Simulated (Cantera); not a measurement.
Feed: 1 mol SiHCl₃, 1.2 mol NH₃, 8.5 mol H₂, equilibrated at 1175 K and 0.000250 bar.

These are equilibrium values from Cantera (NASA tables, ideal gas, pure condensed phases), not measurements of a reactor. Candidate condensed phases: NH₄Cl, Si, Si₃N₄; 28 gas species. The tables' values for SiCl₃ are old estimates; treat these amounts as uncertain. Equilibrium is a limit: real reactors are often held back by kinetics, nucleation or transport.

Base state: H₂ 0.771, HCl 0.214, SiCl₂ 0.00920, N₂ 0.00291, SiCl₄ 0.00182, SiCl₃ 0.00131, SiHCl₃ 0.000155 (mole fractions); condensed: Si₃N₄(s).

Q: What changes in the equilibrium state with this change: temperature from 1175 K to 1998.15 K?

A: 
```
species         before     after
-------------  -------  --------
H₂               0.771     0.643
HCl              0.214     0.150
H              6.81e-6    0.0814
Si               <1e-9    0.0440
Cl             1.65e-6    0.0141
N₂             0.00291    0.0421
SiCl₂          0.00920    0.0216
SiH              <1e-9  0.000380
SiCl           1.40e-8   0.00389
SiCl₄          0.00182   1.16e-8
Si₂              <1e-9  0.000117
Si₃N₄(s), mol    0.282         0
```
The tables' values for SiCl, SiN, SiCl₃ are old estimates; treat these amounts as uncertain. Gases not in the tables: Si₂H₆ and higher silanes.
